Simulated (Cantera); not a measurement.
Charge: 1 mol Si, a varied amount of HCl, 4.4 mol H₂, held at 573.15 K and 825 Torr.

Cantera equilibrium calculation (NASA polynomials, part measured and part estimated; ideal gas, pure solids and liquids). Candidate condensed phases: Si; 19 gas species. Equilibrium is a limit: real reactors are often held back by kinetics, nucleation or transport.

x: gas mole fraction; n: condensed amount in mol.

```csv
n(HCl) (mol),x H₂,x HCl,x SiCl₄,x SiHCl₃,x SiH₂Cl₂,x SiH₃Cl,x SiCl₃,n Si(s)
0.72,0.957,1.28e-5,0.0201,0.0213,0.00103,9.49e-6,2.40e-8,0.791
1.2,0.935,1.44e-5,0.0334,0.0307,0.00130,1.04e-5,3.51e-8,0.656
1.7,0.914,1.54e-5,?,?,?,1.09e-5,4.46e-8,?
2.2,0.896,1.61e-5,0.0573,0.0451,0.00163,1.11e-5,5.27e-8,0.378
2.6,0.883,1.65e-5,0.0656,0.0496,0.00172,1.13e-5,5.83e-8,0.267
3.1,0.869,1.70e-5,0.0752,0.0545,0.00181,1.14e-5,6.45e-8,0.129
3.6,0.857,1.96e-5,0.0872,0.0541,0.00154,8.26e-6,6.45e-8,0
4.1,0.853,0.0135,0.133,0.000120,4.93e-9,<1e-12,1.43e-10,0
4.6,0.800,?,0.125,?,?,<1e-12,2.33e-11,0
5,0.762,0.119,0.119,1.08e-5,4.48e-11,<1e-12,1.36e-11,0
5.5,0.719,0.169,0.112,6.79e-6,1.88e-11,<1e-12,8.84e-12,0
6,0.681,0.213,0.106,4.82e-6,1.00e-11,<1e-12,6.45e-12,0
```

Q: Complete the blanks.

A: 
- 4.6, x HCl: 0.0750
- 4.6, x SiHCl₃: 1.89e-5
- 4.6, x SiH₂Cl₂: 1.31e-10
- 1.7, x SiCl₄: 0.0459
- 1.7, x SiHCl₃: 0.0386
- 1.7, x SiH₂Cl₂: 0.00149
- 1.7, n Si(s): 0.517
